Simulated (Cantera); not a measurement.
Adiabatic ignition

An adiabatic, constant-pressure homogeneous reactor starts with H2 : O2 : N2 : H2O = 1 : 1.06 : 4 : 0.017 (molar parts), equivalence ratio 0.47, at 1425 K and 1.00 bar.

Cantera simulation using the H2/O2 subset of GRI-Mech 3.0, which has no nitrogen chemistry; the numbers are that mechanism's predictions, not measurements.

```tsv
t (s)	T (K)	x H2	x O2	x H2O	x HO2	x H2O2	x H	x O
4.00e-6	1425	0.165	0.174	0.00280	3.47e-7	3.03e-9	1.43e-6	3.74e-7
8.72e-6	1425	0.164	0.174	0.00289	4.10e-6	3.27e-8	6.85e-5	1.82e-5
1.90e-5	1564	0.0395	0.111	0.0961	4.88e-5	2.91e-6	0.0528	0.0240
4.14e-5	2001	0.0155	0.0924	0.137	2.07e-5	5.30e-7	0.0239	0.0241
9.02e-5	2254	0.00963	0.0928	0.153	1.04e-5	2.68e-7	0.00893	0.0138
0.000197	2408	0.00481	0.0946	0.165	8.17e-6	2.49e-7	0.00273	0.00663
0.000428	2463	0.00294	0.0958	0.170	9.36e-6	3.35e-7	0.00124	0.00401
0.000934	2467	0.00281	0.0959	0.171	9.51e-6	3.47e-7	0.00116	0.00383
0.00203	2467	0.00281	0.0959	0.171	9.51e-6	3.47e-7	0.00116	0.00383
0.00443	2467	0.00281	0.0959	0.171	9.51e-6	3.47e-7	0.00116	0.00383
0.00966	2467	0.00281	0.0959	0.171	9.51e-6	3.47e-7	0.00116	0.00383
0.0211	2467	0.00281	0.0959	0.171	9.51e-6	3.47e-7	0.00116	0.00383
0.0459	2467	0.00281	0.0959	0.171	9.51e-6	3.47e-7	0.00116	0.00383
0.100	2467	0.00281	0.0959	0.171	9.51e-6	3.47e-7	0.00116	0.00383
```
x: mole fraction; the columns are a selection and need not sum to one.

```json
{
  "time_of_steepest_temperature_rise": "18.5 µs",
  "temperature at 0.100 s": "2467 K",
  "equilibrium_temperature": "2467 K",
  "x(H2) at 0.100 s": "0.00281 (gas-phase equilibrium 0.00281)",
  "x(O2) at 0.100 s": "0.0959 (gas-phase equilibrium 0.0959)",
  "x(H2O) at 0.100 s": "0.171 (gas-phase equilibrium 0.171)"
}
```
